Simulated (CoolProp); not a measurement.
Properties of oxygen along the isobar 24.1 MPa.

Model: reference Helmholtz-energy equation of state, Schmidt 1985, in CoolProp. Above 300 K oxygen's equation is extrapolated.

```json
[
 {"T (K)": "154", "phase": "liquid", "isothermal compressibility (1/MPa)": "0.006108", "conductivity (mW/(m K))": "95.0", "Prandtl number": "(withheld)"},
 {"T (K)": "198.2", "phase": "supercritical", "isothermal compressibility (1/MPa)": "0.01996", "conductivity (mW/(m K))": "(withheld)", "Prandtl number": "1.33"},
 {"T (K)": "242.4", "phase": "supercritical", "isothermal compressibility (1/MPa)": "(withheld)", "conductivity (mW/(m K))": "46.6", "Prandtl number": "1.09"},
 {"T (K)": "286.6", "phase": "supercritical", "isothermal compressibility (1/MPa)": "(withheld)", "conductivity (mW/(m K))": "41.7", "Prandtl number": "0.929"},
 {"T (K)": "330.8", "phase": "supercritical", "isothermal compressibility (1/MPa)": "0.03790", "conductivity (mW/(m K))": "40.9", "Prandtl number": "0.854"},
 {"T (K)": "375", "phase": "supercritical", "isothermal compressibility (1/MPa)": "0.03800", "conductivity (mW/(m K))": "42.0", "Prandtl number": "0.812"},
 {"T (K)": "419.2", "phase": "supercritical", "isothermal compressibility (1/MPa)": "0.03802", "conductivity (mW/(m K))": "(withheld)", "Prandtl number": "0.790"},
 {"T (K)": "463.4", "phase": "supercritical", "isothermal compressibility (1/MPa)": "0.03805", "conductivity (mW/(m K))": "45.8", "Prandtl number": "0.778"}
]
```

**Question.** What belongs in the gaps?

**Answer.** 
- 154, Prandtl number: 1.42
- 198.2, conductivity (mW/(m K)): 61.7
- 242.4, isothermal compressibility (1/MPa): 0.03400
- 286.6, isothermal compressibility (1/MPa): 0.03733
- 419.2, conductivity (mW/(m K)): 43.8

Viscosity comes from a separate model (Lemmon 2004). Thermal conductivity comes from a separate model (Lemmon 2004).
